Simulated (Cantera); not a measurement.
Standard-state values (1 bar) from the NASA 1993 polynomials, evaluated with Cantera. Values are per mole of reaction as written; species without (g) are pure solids or liquids, kept so even where they would boil at 1 bar.

Question: Between 300 and 1898 K, where is each reaction favourable under standard conditions?
- C + O₂(g) ⇌ CO₂(g)
- 2 Si + O₂(g) ⇌ 2 SiO(g)
- 2 Ti + O₂(g) ⇌ 2 TiO(g)

Answer: 
- C + O₂(g) ⇌ CO₂(g): ΔG° is -394 kJ at 300 K and -396 kJ at 1898 K; it stays negative (K > 1). ΔH° is -397 kJ and ΔS° 0 J/K at 1898 K.
- 2 Si + O₂(g) ⇌ 2 SiO(g): ΔG° is -255 kJ at 300 K and -504 kJ at 1898 K; it stays negative (K > 1). ΔH° is -328 kJ and ΔS° 93 J/K at 1898 K.
- 2 Ti + O₂(g) ⇌ 2 TiO(g): ΔG° is 49 kJ at 300 K and -231 kJ at 1898 K; it changes sign between 300 and 1648 K. ΔH° is 63 kJ and ΔS° 155 J/K at 1898 K.
